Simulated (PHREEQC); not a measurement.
Solution (25 °C): 0.14 mol/kgw HF, 0.0014 mol/kgw CsF and 0.0083 mol/kgw H2SO4. Closed to the air; pH follows from the charge balance.

Computed with PHREEQC (ion-association model, wateq4f.dat).

```yaml
pH: 1.81
ionic_strength: 0.0229 mol/kgw
total_alkalinity: -157 meq/kg
```

| species | molality | activity | log γ |
|---|---|---|---|
| HF | 0.0906 | 0.0911 | 0.002 |
| H2F2 | 0.0215 | 0.0216 | 0.002 |
| H+ | 0.0173 | 0.0153 | -0.053 |
| F- | 0.00461 | 0.00396 | -0.066 |
| SO4-2 | 0.00421 | 0.00237 | -0.248 |
| HSO4- | 0.00409 | 0.00354 | -0.063 |
| HF2- | 0.00161 | 0.00138 | -0.066 |

No solid was allowed to form. wateq4f.dat counts part of the HF as a dimer, H2F2, which phreeqc.dat doesn't know; its constant is uncertain.
